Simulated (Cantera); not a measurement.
## Thermal oxidation and active oxidation of silicon: Si + N2O + H2

Charge: 1 mol Si, a varied amount of N2O, 670 mol H2, at 2200 K and 100000 Pa.

Equilibrium computed with Cantera from the NASA thermochemical tables; the gas is ideal and each condensed phase is pure. Candidate condensed phases: H2O, Si, SiO2, Si2N2O, Si3N4; 35 gas species. Gases not in the tables: Si2H6 and higher silanes. Equilibrium is a limit: real reactors are often held back by kinetics, nucleation or transport.

```tsv
n(N2O) (mol)	x H2	x H	x N2	x H2O	x SiO	n Si(l)
0.022	0.993	0.00561	3.23e-5	1.40e-8	3.27e-5	0.409
0.037	0.993	0.00561	5.45e-5	2.36e-8	5.50e-5	0.394
0.06	0.993	0.00561	8.86e-5	3.83e-8	8.92e-5	0.371
0.099	0.993	0.00561	0.000146	6.31e-8	0.000147	0.332
0.16	0.993	0.00561	0.000237	1.02e-7	0.000238	0.270
0.27	0.993	0.00561	0.000400	1.72e-7	0.000401	0.159
0.44	0.992	0.00561	0.000652	2.86e-7	0.000653	0
0.73	0.992	0.00561	0.00108	9.69e-7	0.00108	0
1.2	0.991	0.00561	0.00178	0.000298	0.00148	0
2	0.988	0.00560	0.00296	0.00148	0.00148	0
3.3	0.985	0.00559	0.00488	0.00340	0.00148	0
```
x: gas mole fraction; n: condensed amount in mol.

From 0.022 mol N2O to 0.27 mol N2O the condensed part is Si(l). From 0.44 mol N2O to 3.3 mol N2O nothing is condensed. The main Si-bearing gas is Si at 0.022 mol N2O and SiO at 3.3 mol N2O.
